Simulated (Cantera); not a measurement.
Feed: 1 mol CH₃F, 0.028 mol HCl, held at 973 K and 1.00 bar.

Method: chemical equilibrium by Gibbs-energy minimisation in Cantera with the NASA 1993 tables (ideal gas, pure condensed phases). Candidate condensed phases: C, C₆H₆, C₇H₈, C₈H₁₈; 118 gas species. Rates play no part.

What is the equilibrium state?


```
Property            Value
--------------  ---------
x(HF)               0.506
x(H₂)               0.453
x(CH₄)             0.0264
x(HCl)             0.0142
x(H₂F₂)           1.11e-5
n(C(graphite))  0.948 mol
gas amount      1.976 mol
```
